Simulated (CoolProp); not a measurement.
The fluid at 298.15 K and 0.24 MPa expands adiabatically to 0.0193 MPa with isentropic efficiency 0.85. The same conditions are run with several fluids, on thermodynamics alone (safety and materials aside).

Values from CoolProp's reference Helmholtz-energy equation of state of each fluid (C3F8 (R218): Lemmon 2006; R13: Platzer 1990; CH2F2 (R32): Tillner-Roth 1997; propylene: Lemmon 2013). The equations of Platzer and Polt are older, rougher fits.

Q: Rank C3F8 (R218), R13, CH2F2 (R32), propylene by work (kJ/kg), highest first.

A: propylene (104), CH2F2 (R32) (78.1), R13 (42.6), C3F8 (R218) (25.6)

```json
[
 {"fluid": "C3F8 (R218)", "final temperature (K)": "261.5", "final phase": "gas", "final density (kg/m³)": "1.68"},
 {"fluid": "R13", "final temperature (K)": "223.8", "final phase": "gas", "final density (kg/m³)": "1.09"},
 {"fluid": "CH2F2 (R32)", "final temperature (K)": "193.6", "final phase": "two-phase, vapour fraction 0.995", "final density (kg/m³)": "0.636"},
 {"fluid": "propylene", "final temperature (K)": "219.6", "final phase": "gas", "final density (kg/m³)": "0.448"}
]
```
